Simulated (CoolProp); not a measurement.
Saturation properties of n-nonane (Tc = 594.5 K, pc = 2282 kPa, ω = 0.443).

Values from CoolProp's reference Helmholtz-energy equation of state, Lemmon 2006. It is a short technical equation, of lower accuracy than the large ones.

| T (K) | p (kPa) | liquid density (kg/m³) | vapour Z |
|---|---|---|---|
| 388.2 | 35.37 | 640.7 | 0.9724 |
| 390.7 | 38.37 | 638.5 | 0.9707 |
| 393.2 | 41.57 | 636.3 | 0.9690 |
| 395.7 | 44.98 | 634.2 | (withheld) |
| 398.2 | 48.61 | (withheld) | 0.9653 |
| 400.8 | 52.63 | 629.7 | 0.9633 |
| 403.3 | 56.75 | 627.5 | 0.9613 |
| 405.8 | 61.11 | (withheld) | 0.9592 |
| 408.3 | 65.74 | 623.1 | 0.9571 |
| 410.8 | 70.65 | 620.9 | 0.9548 |
| 413.3 | 75.84 | (withheld) | 0.9525 |

**Question.** Fill in the missing entries.

**Answer.** 
- 395.7, vapour Z: 0.9672
- 398.2, liquid density (kg/m³): 632.0
- 405.8, liquid density (kg/m³): 625.3
- 413.3, liquid density (kg/m³): 618.6

It boils at 423.9 K under 1 atm.
